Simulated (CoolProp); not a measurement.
Vapour pressure (bar) of methane: the reference equation beside estimates from Tc = -82.6 °C, pc = 45.99 bar, ω = 0.011. Clausius-Clapeyron is anchored at -116.25 °C with a constant enthalpy of vaporisation of 6.189 kJ/mol.

Computed with CoolProp (reference Helmholtz-energy equation of state, Setzmann 1991).

```tsv
T (°C)	reference	Lee-Kesler	Clausius-Clapeyron	van der Waals	Soave-Redlich-Kwong	Peng-Robinson
-137.75	5.014	5.017	6.604	9.944	5.021	5.043
-134.15	6.086	6.095	7.615	11.34	6.112	6.123
-130.55	7.317	7.331	8.717	12.85	7.366	7.363
-127.05	8.678	8.696	9.878	14.44	8.754	8.734
-123.45	10.26	10.28	11.17	16.20	10.37	10.33
-119.85	12.04	12.06	12.55	18.09	12.18	12.12
-116.25	14.03	14.05	14.03	20.11	14.21	14.13
-112.75	16.18	16.19	15.56	22.21	16.41	16.30
-109.15	18.63	18.63	17.23	24.51	18.90	18.78
-105.55	21.33	21.33	18.99	26.95	21.65	21.51
-101.95	24.31	24.30	20.85	29.53	24.66	24.51
-98.45	27.48	27.47	22.75	32.18	27.86	27.70
-94.85	31.05	31.04	24.79	35.05	31.43	31.29
-91.25	34.96	34.96	26.92	38.08	35.32	35.19
```

Absolute difference from the reference over all 14 rows, mean and median: Lee-Kesler 0.1 and 0.1 %, Clausius-Clapeyron 14.3 and 14.0 %, van der Waals 45.3 and 40.3 %, Soave-Redlich-Kwong 1.1 and 1.2 %, Peng-Robinson 0.7 and 0.7 %.
